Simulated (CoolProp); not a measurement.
Vapour-liquid equilibrium of n-butane (1) + R113 (2) at 318.4 K; x and y are mole fractions of (1).

Computed with CoolProp (multi-fluid Helmholtz-energy mixture model, Bücker 2006 and Marx 1992; pair parameters Bell 2016).

Question: Give the bubble pressure and the first vapour's composition at x = 0.35, 0.45, 0.95. Is there an azeotrope?

Answer: x = 0.35: 2.301 bar, y = 0.711; x = 0.45: 2.637 bar, y = 0.778; x = 0.95: 4.207 bar, y = 0.983. No azeotrope shows between x = 0.05 and 0.95.

The pair parameters rest on a limited set of measurements; away from them the model extrapolates.
